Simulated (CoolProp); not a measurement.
Cyclopentane along the isotherm 550 K: Z from the reference equation and from simpler models built on Tc = 511.7 K, pc = 4583 kPa, ω = 0.202; each cubic takes its own stable root.

The numbers come from the reference Helmholtz-energy equation of state, Gedanitz 2015 in CoolProp.

```
p (kPa)          phase  reference
-------  -------------  ---------
881                gas     0.9449
1760               gas     0.8864
2640               gas     0.8233
3530               gas     0.7532
4410               gas     0.6751
5290     supercritical     0.5848
6170     supercritical     0.4837
7050     supercritical     0.3980
7930     supercritical     0.3613
8810     supercritical     0.3592
9690     supercritical     0.3701
10600    supercritical     0.3868
11500    supercritical     0.4058
```

**Question.** How far does each simpler model (van der Waals, Redlich-Kwong, Soave-Redlich-Kwong, Peng-Robinson) lie from the reference over these 13 states: mean and median of the absolute difference, and the worst?

**Answer.** 
- van der Waals: mean 10.7 %, median 3.1 %, worst +27.9 % at 550 K and 11500 kPa
- Redlich-Kwong: mean 4.3 %, median 1.2 %, worst +11.0 % at 550 K and 9690 kPa
- Soave-Redlich-Kwong: mean 7.8 %, median 5.9 %, worst +16.5 % at 550 K and 8810 kPa
- Peng-Robinson: mean 3.2 %, median 2.1 %, worst +7.3 % at 550 K and 8810 kPa
